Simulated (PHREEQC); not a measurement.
**Buffer**

Dissolve 0.071 mol/kgw H3PO4 and 0.0064 mol/kgw Na2SO4 at 45 °C and 10 atm. Closed to the air; pH follows from the charge balance.

Computed with PHREEQC (ion-association model, phreeqc.dat).

No solid was allowed to form.

Problem. Predict the pH, specific conductance, ionic strength.

Solution. pH 1.82; specific conductance 10600 µS/cm; ionic strength 0.0329 mol/kgw.

Problem. In which forms is S present?

Solution. HSO4- 58 %, SO4-2 41 %, NaSO4- 1.5 % of the S.

At this temperature some constants are extrapolated from 25 °C, and those without enthalpy data are left unchanged.
